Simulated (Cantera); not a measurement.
An isothermal, constant-pressure homogeneous reactor starts with N2O : H2O = 1 : 0.18 (molar parts), at 1375 K and 135 Torr. Integrator tolerance rtol = 1e-08.

Computed with Cantera and GRI-Mech 3.0 (53 species, 325 reactions). GRI-Mech 3.0 was tuned for natural gas; its chemistry of N2O as a main component is partial and can be far from experiment. The mechanism lacks the step 2 NO + O2 → 2 NO2, which can matter for NO2 below about 1400 K. The temperature is held fixed by assumption; the heat of reaction is taken as removed at once.

Problem. What does this change do: H2O 0.18 to 1.2 parts?

Solution. 
```json
[
 {"quantity": "x(N2O) at 90.0 s", "before": "9.56e-7 (gas-phase equilibrium 1.54e-8)", "after": "1.00e-7 (gas-phase equilibrium 7.57e-9)"},
 {"quantity": "x(H2O) at 90.0 s", "before": "0.107 (gas-phase equilibrium 0.107)", "after": "0.444 (gas-phase equilibrium 0.444)"},
 {"quantity": "x(NO) at 90.0 s", "before": "0.0729 (gas-phase equilibrium 0.000653)", "after": "0.0326 (gas-phase equilibrium 0.000406)"},
 {"quantity": "x(OH) at 90.0 s", "before": "4.02e-5 (gas-phase equilibrium 4.15e-5)", "after": "7.34e-5 (gas-phase equilibrium 7.51e-5)"},
 {"quantity": "x(H) at 90.0 s", "before": "3.18e-9 (gas-phase equilibrium 3.07e-9)", "after": "7.21e-9 (gas-phase equilibrium 7.04e-9)"},
 {"quantity": "x(N2) at 90.0 s", "before": "0.559 (gas-phase equilibrium 0.595)", "after": "0.354 (gas-phase equilibrium 0.370)"}
]
```
